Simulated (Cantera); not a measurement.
Premixed flame

A freely propagating, adiabatic, planar premixed flame of CH4 : C2H6 : C3H8 : O2 : N2 = 1 : 0.91 : 0.3 : 5.5 : 20.7 (molar parts), equivalence ratio 1.2, unburnt at 400 K and 5.40 bar; mixture-averaged transport, grid criteria slope 0.08 and curve 0.16, no radiation.

Computed with Cantera and GRI-Mech 3.0 (53 species, 325 reactions). Burning velocities carry a grid error of a few per cent, more on coarse grids.

| z (mm) | T (K) | u (m/s) | x CH4 | x C2H6 | x C3H8 | x CO2 | x HCO | x CH2O |
|---|---|---|---|---|---|---|---|---|
| -0.303 | 400 | 0.374 | 0.0351 | 0.0320 | 0.0105 | 4.86e-7 | <1e-8 | 1.24e-7 |
| -0.202 | 405 | 0.379 | 0.0349 | 0.0319 | 0.0105 | 1.27e-5 | <1e-8 | 3.19e-6 |
| -0.151 | 420 | 0.394 | 0.0345 | 0.0317 | 0.0105 | 7.33e-5 | <1e-8 | 1.81e-5 |
| -0.101 | 532 | 0.506 | 0.0322 | 0.0303 | 0.0102 | 0.000909 | <1e-8 | 0.000215 |
| -0.0505 | 1042 | 1.02 | 0.0230 | 0.0195 | 0.00692 | 0.00843 | 2.61e-7 | 0.00164 |
| -0.0252 | 1480 | 1.48 | 0.0147 | 0.00730 | 0.00217 | 0.0187 | 9.83e-6 | 0.00176 |
| 0 | 1872 | 1.89 | 0.00499 | 0.000357 | 3.08e-5 | 0.0337 | 2.52e-5 | 0.000490 |
| 0.0252 | 2052 | 2.07 | 0.000638 | 1.73e-6 | <1e-8 | 0.0483 | 1.02e-5 | 9.17e-5 |
| 0.0505 | 2109 | 2.12 | 5.46e-5 | 1.02e-8 | <1e-8 | 0.0579 | 1.69e-6 | 1.09e-5 |
| 0.101 | 2153 | 2.16 | 6.71e-7 | <1e-8 | <1e-8 | 0.0652 | 2.94e-7 | 1.53e-7 |
| 0.202 | 2189 | 2.19 | <1e-8 | <1e-8 | <1e-8 | 0.0673 | 1.77e-7 | <1e-8 |
| 0.404 | 2215 | 2.21 | <1e-8 | <1e-8 | <1e-8 | 0.0676 | 1.00e-7 | <1e-8 |
| 0.807 | 2228 | 2.23 | <1e-8 | <1e-8 | <1e-8 | 0.0676 | 5.53e-8 | <1e-8 |
x: mole fraction of selected species; z is measured from the peak of heat release.

| Quantity | Value |
|---|---|
| laminar burning velocity | 37.3 cm/s |
| thermal thickness | 0.101 mm |
| peak x(HCO) | 2.58e-5 |
| peak x(CH2O) | 0.00199 |
| grid points | 150 |
